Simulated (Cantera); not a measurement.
A Cantera script and what it prints.

```python
import numpy as np
import cantera as ct

gas_names = """
    N NO NO2 NO3 N2 N2O O O2 O3 Si SiN SiO SiO2 Si2 Si2N Si3
""".split()
cond_names = """
    Si(cr) Si(L) SiO2(Lqz) SiO2(hqz) SiO2(L) Si2N2O(s) Si3N4(a)
""".split()


# ... load() reads the species with a 1 bar reference pressure and builds the phases ...
atoms = {
    'Si': {'Si': 1},
    'O2': {'O': 2},
    'N2': {'N': 2},
}
top_T = {'Si2N2O(s)': 2100, 'Si3N4(a)': 2400}  # K; cautious upper limits of use, not melting points


# ... equilibrate(T, P, feed) seeds the gas with the atoms and calls Mixture.equilibrate('TP', solver="vcs", rtol=1e-11, max_steps=5000) ...
results = []
feed = {'Si': 1, 'O2': 0.003, 'N2': 280}  # mol
T = 1350  # K
P = 610  # Pa
mix = equilibrate(T, P, feed)
results.append((T, P, feed, dict(zip(mix.species_names, mix.species_moles))))
x = sorted(zip(gas.X, gas.species_names), reverse=True)
print(f"T = {T:g} K  P = {P:g} Pa  gas = {mix.phase_moles(0):.4g} mol")
print("   x: " + "  ".join(f"{s} {v:.3e}" for v, s in x if v > 0.001))
print("   condensed (mol): " + ("  ".join(f"{mix.phase(i).name} {mix.phase_moles(i):.4g}"
      for i in range(1, mix.n_phases) if mix.phase_moles(i) > 1e-12) or "none"))
```

It prints:

```
T = 1350 K  P = 610 Pa  gas = 279.3 mol
   x: N2 1.000e+00
   condensed (mol): Si2N2O(s) 0.005955  Si3N4(a) 0.3293
```

Method: chemical equilibrium by Gibbs-energy minimisation in Cantera with the NASA 1993 tables (ideal gas, pure condensed phases). N2 is the only nitrogen source here; it is nearly inert below about 1500 K, so the nitride shown seldom forms there in practice. Mutual solubility and eutectic melting of coexisting phases are not modelled.
